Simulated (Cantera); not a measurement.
An isothermal, constant-pressure homogeneous reactor starts with C2H6 : H2 = 1 : 24 (molar parts), at 1373 K and 101000 Pa. Integrator tolerance rtol = 1e-08.

Detailed kinetics in Cantera: GRI-Mech 3.0 (53 species, 325 reactions). GRI-Mech 3.0 stops at C3 and has no aromatics, soot or wall deposition, so with more carbon than oxygen in the feed, carbon stays in small species such as C2H2 where larger ones or solid carbon would form.

What does this change do: pressure from 101000 Pa to 2670 Pa?


```
quantity                                              before                                      after
-----------------  -----------------------------------------  -----------------------------------------
x(C2H6) at 20.0 s    1.29e-5 (gas-phase equilibrium 1.29e-5)    9.30e-7 (gas-phase equilibrium 5.25e-7)
x(H2) at 20.0 s          0.921 (gas-phase equilibrium 0.921)        0.945 (gas-phase equilibrium 0.954)
x(C2H2) at 20.0 s  0.000525 (gas-phase equilibrium 0.000525)      0.0210 (gas-phase equilibrium 0.0288)
x(CH4) at 20.0 s       0.0777 (gas-phase equilibrium 0.0777)      0.0333 (gas-phase equilibrium 0.0160)
x(C2H) at 20.0 s   1.45e-12 (gas-phase equilibrium 1.45e-12)  3.03e-10 (gas-phase equilibrium 4.82e-10)
x(CH3) at 20.0 s     5.37e-6 (gas-phase equilibrium 5.37e-6)    1.20e-5 (gas-phase equilibrium 6.69e-6)
```
Radical loss at walls, strong at low pressure, is not modelled.

What does this change do: temperature 1373 to 1150 K?


```json
[
 {"quantity": "x(C2H6) at 20.0 s", "before": "1.29e-5 (gas-phase equilibrium 1.29e-5)", "after": "0.000410 (gas-phase equilibrium 3.88e-6)"},
 {"quantity": "x(H2) at 20.0 s", "before": "0.921 (gas-phase equilibrium 0.921)", "after": "0.922 (gas-phase equilibrium 0.920)"},
 {"quantity": "x(C2H2) at 20.0 s", "before": "0.000525 (gas-phase equilibrium 0.000525)", "after": "6.65e-5 (gas-phase equilibrium 5.80e-7)"},
 {"quantity": "x(CH4) at 20.0 s", "before": "0.0777 (gas-phase equilibrium 0.0777)", "after": "0.0757 (gas-phase equilibrium 0.0800)"},
 {"quantity": "x(C2H) at 20.0 s", "before": "1.45e-12 (gas-phase equilibrium 1.45e-12)", "after": "<1e-12 (gas-phase equilibrium <1e-12)"},
 {"quantity": "x(CH3) at 20.0 s", "before": "5.37e-6 (gas-phase equilibrium 5.37e-6)", "after": "6.08e-7 (gas-phase equilibrium 1.16e-7)"}
]
```
